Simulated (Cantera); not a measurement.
Feed: 1 mol FeCl₃, 0.49 mol N₂, 1.8 mol O₂, held at 0.750 Pa.

Equilibrium computed with Cantera from the NASA thermochemical tables; the gas is ideal and each condensed phase is pure. Candidate condensed phases: Fe, FeCl₂, FeCl₃, FeO, Fe₂O₃, Fe₃O₄; 19 gas species. Kinetics and transport are ignored.

log p: log10 of the partial pressure in bar; n: condensed amount in mol.

```json
[
 {"T (K)": "1000", "log p O₂": "-5.55", "log p Cl₂": "-5.63", "log p Cl": "-6.22", "log p FeCl₂": "-6.36", "log p N₂": "-5.96", "log p FeCl₃": "-6.73", "n Fe₂O₃(s)": "0.362", "n Fe₃O₄(s)": "0"},
 {"T (K)": "1075", "log p O₂": "-5.50", "log p Cl₂": "-6.04", "log p Cl": "-5.98", "log p FeCl₂": "-5.88", "log p N₂": "-6.02", "log p FeCl₃": "-6.86", "n Fe₂O₃(s)": "0.132", "n Fe₃O₄(s)": "0"},
 {"T (K)": "1150", "log p O₂": "-5.49", "log p Cl₂": "-6.64", "log p Cl": "-5.88", "log p FeCl₂": "-5.75", "log p N₂": "-6.05", "log p FeCl₃": "-7.38", "n Fe₂O₃(s)": "0", "n Fe₃O₄(s)": "0"},
 {"T (K)": "1225", "log p O₂": "-5.50", "log p Cl₂": "-7.15", "log p Cl": "-5.79", "log p FeCl₂": "-5.76", "log p N₂": "-6.06", "log p FeCl₃": "-7.94", "n Fe₂O₃(s)": "0", "n Fe₃O₄(s)": "0"},
 {"T (K)": "1300", "log p O₂": "-5.50", "log p Cl₂": "?", "log p Cl": "-5.77", "log p FeCl₂": "-5.76", "log p N₂": "-6.07", "log p FeCl₃": "?", "n Fe₂O₃(s)": "0", "n Fe₃O₄(s)": "0"},
 {"T (K)": "1375", "log p O₂": "-5.50", "log p Cl₂": "-8.26", "log p Cl": "-5.76", "log p FeCl₂": "-5.76", "log p N₂": "-6.07", "log p FeCl₃": "-9.01", "n Fe₂O₃(s)": "0", "n Fe₃O₄(s)": "0"},
 {"T (K)": "1450", "log p O₂": "-5.50", "log p Cl₂": "?", "log p Cl": "-5.76", "log p FeCl₂": "-5.76", "log p N₂": "-6.07", "log p FeCl₃": "?", "n Fe₂O₃(s)": "0", "n Fe₃O₄(s)": "0"},
 {"T (K)": "1525", "log p O₂": "-5.50", "log p Cl₂": "-9.19", "log p Cl": "-5.76", "log p FeCl₂": "-5.76", "log p N₂": "-6.07", "log p FeCl₃": "-9.89", "n Fe₂O₃(s)": "0", "n Fe₃O₄(s)": "0"},
 {"T (K)": "1600", "log p O₂": "-5.51", "log p Cl₂": "-9.56", "log p Cl": "-5.74", "log p FeCl₂": "-5.77", "log p N₂": "-6.07", "log p FeCl₃": "-10.26", "n Fe₂O₃(s)": "0", "n Fe₃O₄(s)": "0.00780"},
 {"T (K)": "1675", "log p O₂": "-5.52", "log p Cl₂": "-9.88", "log p Cl": "-5.72", "log p FeCl₂": "-5.79", "log p N₂": "-6.08", "log p FeCl₃": "-10.60", "n Fe₂O₃(s)": "0", "n Fe₃O₄(s)": "0.0136"}
]
```

Problem. Fill in the missing entries.

Solution. 
- 1300, log p Cl₂: -7.72
- 1300, log p FeCl₃: -8.50
- 1450, log p Cl₂: -8.75
- 1450, log p FeCl₃: -9.47
